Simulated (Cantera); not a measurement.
Cantera run:

```python
import numpy as np
import cantera as ct

gas_names = [...]  # 127 gases of nasa_gas.yaml made of C, Fe, H, O, S
cond_names = """
    C(gr) C6H6(L) C7H8(L) C8H18(L),n-octa Fe(a) Fe(c) Fe(d) Fe(L) FeC5O5(L) FeO(s) FeO(L) Fe(OH)2(s)
    Fe(OH)3(s) FeS(a) FeS(b) FeS(c) FeS(L) FeSO4(s) FeS2(s) Fe2O3(s) Fe2S3O12(s) Fe3O4(s) H2O(s) H2O(L)
    H2SO4(L) S(cr1) S(cr2) S(L)
""".split()


# ... load() reads the species with a 1 bar reference pressure and builds the phases ...
atoms = {
    'FeS2': {'Fe': 1, 'S': 2},
    'H2S': {'H': 2, 'S': 1},
    'CO2': {'C': 1, 'O': 2},
    'SO2': {'S': 1, 'O': 2},
}
top_T = {'C(gr)': 4500, 'FeSO4(s)': 950, 'FeS2(s)': 1010, 'Fe2O3(s)': 1830, 'Fe2S3O12(s)': 1100, 'Fe3O4(s)': 1870}  # K; cautious upper limits of use, not melting points


# ... equilibrate(T, P, feed) seeds the gas with the atoms and calls Mixture.equilibrate('TP', solver="vcs", rtol=1e-11, max_steps=5000) ...
results = []
feed = {'FeS2': 1, 'H2S': 0.74, 'CO2': 2.4, 'SO2': 0.069}  # mol
P = 14000  # Pa
for T in [1123, 1198, 1273, 1348, 1423, 1498, 1573]:
    mix = equilibrate(T, P, feed)
    results.append((T, P, feed, dict(zip(mix.species_names, mix.species_moles))))
    x = sorted(zip(gas.X, gas.species_names), reverse=True)
    print(f"T = {T:g} K  P = {P:g} Pa  gas = {mix.phase_moles(0):.4g} mol")
    print("   x: " + "  ".join(f"{s} {v:.3e}" for v, s in x if v > 0.0001))
    print("   condensed (mol): " + ("  ".join(f"{mix.phase(i).name} {mix.phase_moles(i):.4g}"
          for i in range(1, mix.n_phases) if mix.phase_moles(i) > 1e-12) or "none"))
```

Result:

```
T = 1123 K  P = 14000 Pa  gas = 3.88 mol
   x: CO2 5.399e-01  S2 1.850e-01  H2O 1.034e-01  H2S 7.586e-02  CO 6.484e-02  COS 1.369e-02  H2 1.137e-02  SO2 5.065e-03  S2O 6.802e-04  SH 1.003e-04
   condensed (mol): FeS(c) 1
T = 1198 K  P = 14000 Pa  gas = 3.931 mol
   x: CO2 5.095e-01  S2 1.910e-01  H2O 1.168e-01  CO 9.032e-02  H2S 5.615e-02  H2 1.517e-02  COS 1.065e-02  SO2 9.176e-03  S2O 9.141e-04  SH 1.940e-04
   condensed (mol): FeS(c) 1
T = 1273 K  P = 14000 Pa  gas = 3.979 mol
   x: CO2 4.780e-01  S2 1.933e-01  H2O 1.264e-01  CO 1.169e-01  H2S 4.074e-02  H2 1.867e-02  SO2 1.601e-02  COS 8.188e-03  S2O 1.191e-03  SH 3.364e-04  SO 2.079e-04
   condensed (mol): FeS(c) 1
T = 1348 K  P = 14000 Pa  gas = 4.025 mol
   x: CO2 4.449e-01  S2 1.918e-01  CO 1.450e-01  H2O 1.319e-01  H2S 2.967e-02  SO2 2.586e-02  H2 2.197e-02  COS 6.350e-03  S2O 1.475e-03  SH 5.372e-04  SO 4.992e-04
   condensed (mol): FeS(c) 1
T = 1423 K  P = 14000 Pa  gas = 4.07 mol
   x: CO2 4.100e-01  S2 1.869e-01  CO 1.747e-01  H2O 1.342e-01  SO2 3.832e-02  H2 2.524e-02  H2S 2.198e-02  COS 4.992e-03  S2O 1.730e-03  SO 1.068e-03  SH 8.062e-04
   condensed (mol): FeS(c) 1
T = 1498 K  P = 14000 Pa  gas = 4.115 mol
   x: CO2 3.737e-01  CO 2.056e-01  S2 1.797e-01  H2O 1.340e-01  SO2 5.255e-02  H2 2.859e-02  H2S 1.664e-02  COS 3.973e-03  SO 2.070e-03  S2O 1.934e-03  SH 1.152e-03
   condensed (mol): FeS(L) 1
T = 1573 K  P = 14000 Pa  gas = 4.159 mol
   x: CO2 3.372e-01  CO 2.366e-01  S2 1.709e-01  H2O 1.322e-01  SO2 6.754e-02  H2 3.207e-02  H2S 1.286e-02  SO 3.686e-03  COS 3.192e-03  S2O 2.081e-03  SH 1.581e-03  S 1.009e-04
   condensed (mol): FeS(L) 1
```

These are equilibrium values from Cantera (NASA tables, ideal gas, pure condensed phases), not measurements of a reactor. FeS: taken at fixed stoichiometry. Gases not in the tables: S3 to S7.
